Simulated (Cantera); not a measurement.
Cantera run, input and output.

```python
import numpy as np
import cantera as ct

gas = ct.Solution("gri30.yaml")
gas.TPX = 1000, 120000, {'CH4': 1, 'O2': 3.92, 'N2': 29.8, 'H2O': 3.7}
reactor = ct.IdealGasConstPressureReactor(gas, energy="on", clone=False)
net = ct.ReactorNet([reactor])
net.rtol, net.atol = 1e-08, 1e-16
show = ['CH4', 'O2', 'H2O', 'H2', 'CO2']
times = np.geomspace(5e-06, 2, 15)

steps = ct.SolutionArray(gas, extra=["t"])
rows = []
print(f"{'t/s':>10s}{'T/K':>9s}{'P/Pa':>11s}" + "".join(f"{s:>11s}" for s in show))
for t in times:
    while net.time < t:
        t_next = net.step()
        steps.append(gas.state, t=t_next)
    rows.append([np.interp(t, steps.t, y) for y in (steps.T, steps.P, *steps(*show).X.T)])
    print(f"{t:10.3e}{rows[-1][0]:9.1f}{rows[-1][1]:11.4g}" + "".join(f"{x:11.3e}" for x in rows[-1][2:]))
rate = np.gradient(steps.T, steps.t)
print("integrator steps:", len(steps.t))
if steps.T.max() > steps.T[0] + 200:
    print(f"time of steepest temperature rise: {steps.t[rate.argmax()]:.4e} s")
gas.TPX = 1000, 120000, {'CH4': 1, 'O2': 3.92, 'N2': 29.8, 'H2O': 3.7}
gas.equilibrate("HP")
print(f"equilibrium (HP): T = {gas.T:.1f} K  " + "  ".join(f"{s} {gas[s].X[0]:.3e}" for s in show))
```

It prints:

```
       t/s      T/K       P/Pa        CH4         O2        H2O         H2        CO2
 5.000e-06   1000.0    1.2e+05  2.603e-02  1.020e-01  9.630e-02  7.494e-16  4.763e-23
 1.256e-05   1000.0    1.2e+05  2.603e-02  1.020e-01  9.630e-02  2.876e-15  4.367e-22
 3.157e-05   1000.0    1.2e+05  2.603e-02  1.020e-01  9.630e-02  9.631e-15  4.399e-21
 7.933e-05   1000.0    1.2e+05  2.603e-02  1.020e-01  9.630e-02  3.375e-14  4.960e-20
 1.993e-04   1000.0    1.2e+05  2.603e-02  1.020e-01  9.630e-02  1.405e-13  6.492e-19
 5.008e-04   1000.0    1.2e+05  2.603e-02  1.020e-01  9.630e-02  7.061e-13  9.549e-18
 1.258e-03   1000.0    1.2e+05  2.603e-02  1.020e-01  9.630e-02  4.080e-12  1.482e-16
 3.162e-03   1000.0    1.2e+05  2.603e-02  1.020e-01  9.630e-02  2.659e-11  2.534e-15
 7.946e-03   1000.0    1.2e+05  2.603e-02  1.020e-01  9.630e-02  2.011e-10  5.018e-14
 1.997e-02   1000.0    1.2e+05  2.603e-02  1.020e-01  9.630e-02  1.978e-09  1.358e-12
 5.017e-02   1000.0    1.2e+05  2.603e-02  1.020e-01  9.630e-02  2.340e-08  4.111e-11
 1.261e-01   1000.0    1.2e+05  2.602e-02  1.020e-01  9.631e-02  1.585e-07  3.841e-10
 3.168e-01   1000.1    1.2e+05  2.601e-02  1.020e-01  9.632e-02  9.140e-07  2.325e-09
 7.959e-01   1000.9    1.2e+05  2.589e-02  1.019e-01  9.643e-02  1.071e-05  5.222e-08
 2.000e+00   1573.9    1.2e+05  1.105e-23  4.994e-02  1.483e-01  2.959e-06  2.603e-02
integrator steps: 2227
time of steepest temperature rise: 1.2702e+00 s
equilibrium (HP): T = 1571.9 K  CH4 6.573e-28  O2 4.953e-02  H2O 1.483e-01  H2 2.900e-06  CO2 2.603e-02
```

Computed with Cantera and GRI-Mech 3.0 (53 species, 325 reactions).
